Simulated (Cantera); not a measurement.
Input: 1 mol Al, 0.57 mol HCl, 220 mol N2, at 827 °C and 0.0130 bar.

These are equilibrium values from Cantera (NASA tables, ideal gas, pure condensed phases), not measurements of a reactor. Candidate condensed phases: Al, AlCl3, AlN, NH4Cl; 20 gas species. Kinetics and transport are ignored.

Base state: N2 0.998, HCl 0.000991, H2 0.000799, AlCl3 0.000532 (mole fractions); condensed: AlN(s).

Task: What changes in the equilibrium state with this change: HCl from 0.57 to 0.86 mol?

Result: 
| species | before | after |
|---|---|---|
| N2 | 0.998 | 0.997 |
| HCl | 0.000991 | 0.00143 |
| H2 | 0.000799 | 0.00124 |
| AlCl3 | 0.000532 | 0.000824 |
| AlN(s), mol | 0.883 | 0.818 |
